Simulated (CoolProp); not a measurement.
Properties of toluene at several states (Tc = 591.7 K, pc = 4.126 MPa, ω = 0.266).

Model: reference Helmholtz-energy equation of state, Lemmon 2006, in CoolProp. It is a short technical equation, of lower accuracy than the large ones.

| T (K) | p (MPa) | phase | Z | speed of sound (m/s) | Joule-Thomson coefficient (K/MPa) | viscosity (µPa s) | conductivity (mW/(m K)) |
|---|---|---|---|---|---|---|---|
| 527.3 | 6.19 | liquid | 0.2095 | 505.0 | 0.1765 | 108 | 83.8 |
| 405.4 | 1.95 | liquid | 0.07019 | 893.3 | -0.2762 | 217 | 103 |
| 233.8 | 0.173 | liquid | 0.008895 | 1597 | -0.5424 | 1580 | 147 |
| 528 | 12.7 | liquid | 0.4119 | 603.3 | -0.01704 | 121 | 88.3 |
| 432.2 | 0.165 | gas | 0.9564 | 195.3 | 22.28 | 9.90 | 22.4 |
| 519 | 3.37 | liquid | 0.1163 | 481.1 | 0.2479 | 107 | 82.4 |

Viscosity comes from a separate model (Avgeri 2015). Thermal conductivity comes from a separate model (Assael 2012).
